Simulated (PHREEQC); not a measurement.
1 kg of water holding 0.17 mol/kgw KCl, 0.26 mol/kgw Na2SO4, 0.025 mol/kgw Na2CO3 and 0.036 mol/kgw NaHCO3 is evaporated at 20 °C; the solids stay in contact with the brine. No CO2 enters from the air. The run lets Arcanite, Burkeite, Glaserite, Halite, Kalicinite, Mirabilite, Misenite, Nahcolite, Natron, Sylvite, Thenardite, Trona precipitate or redissolve, and no other solid.

The series has 18 steps of water left (kg), from 1 to 0.03531.

The numbers come from PHREEQC with the Pitzer model, pitzer.dat.

Q: Which solids form, in which order, and at which step of the series does each first stand?

A: Glaserite from water left = 0.1407 kg (pH 9.27); Mirabilite from water left = 0.1084 kg (pH 9.23), last present at water left = 0.04733 kg; Nahcolite from water left = 0.06178 kg (pH 9.21); Thenardite from water left = 0.04733 kg (pH 9.41); Trona from water left = 0.04331 kg (pH 9.45).
